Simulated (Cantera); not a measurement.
Input: 1 mol SiC, 0.01 mol H2O, 54 mol H2, a varied amount of O2, equilibrated at 1002 °C and 0.420 bar.

Equilibrium computed with Cantera from the NASA thermochemical tables; the gas is ideal and each condensed phase is pure. Candidate condensed phases: C, C6H6, C7H8, C8H18, H2O, Si, SiC, SiO2; 123 gas species. Mutual solubility and eutectic melting of coexisting phases are not modelled. The tables hold silica as quartz up to 1696 K and as liquid above; real silica turns to tridymite and cristobalite and melts near 1996 K. Kinetics and transport are ignored.

**Question.** Which condensed phases are stable at each of these points (n(O2) (mol)): 0.33, 0.4, 0.5, 0.61, 0.76, 0.94, 1.2, 1.4, 1.8?

**Answer.** 
```
n(O2) (mol)                       condensed phases  Si condensed (%)
-----------  -------------------------------------  ----------------
0.33         C(graphite) + SiC(s) + SiO2(β-quartz)             100.0
0.4          C(graphite) + SiC(s) + SiO2(β-quartz)             100.0
0.5          C(graphite) + SiC(s) + SiO2(β-quartz)             100.0
0.61         C(graphite) + SiC(s) + SiO2(β-quartz)             100.0
0.76         C(graphite) + SiC(s) + SiO2(β-quartz)             100.0
0.94         C(graphite) + SiC(s) + SiO2(β-quartz)             100.0
1.2                   C(graphite) + SiO2(β-quartz)             100.0
1.4                                 SiO2(β-quartz)             100.0
1.8                                 SiO2(β-quartz)             100.0
```

From 0.33 mol O2 to 0.94 mol O2 the condensed part is C(graphite) + SiC(s) + SiO2(β-quartz). At 1.2 mol O2 the condensed part is C(graphite) + SiO2(β-quartz). From 1.4 mol O2 to 1.8 mol O2 the condensed part is SiO2(β-quartz).
